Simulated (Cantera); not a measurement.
Charge: 1 mol B2O3, 1.9 mol NH3, 0.13 mol H2, held at 133 Pa.

Equilibrium computed with Cantera from the NASA thermochemical tables; the gas is ideal and each condensed phase is pure. Candidate condensed phases: B, BN, B2O3, B3O3H3, H2O; 39 gas species. Mutual solubility and eutectic melting of coexisting phases are not modelled. The numbers say what is thermodynamically allowed, not how fast it happens.

Q: What share of the B ends up in condensed phases as a function of T (°C), at 977, 1127, 1277, 1427, 1577, 1727, 1877, 2027?

A: 
```csv
T (°C),B condensed (%),as
977,99.8,BN(s) + B2O3(l)
1127,97.7,BN(s) + B2O3(l)
1277,70.1,B2O3(l)
1427,0.0,-
1577,0.0,-
1727,0.0,-
1877,0.0,-
2027,0.0,-
```
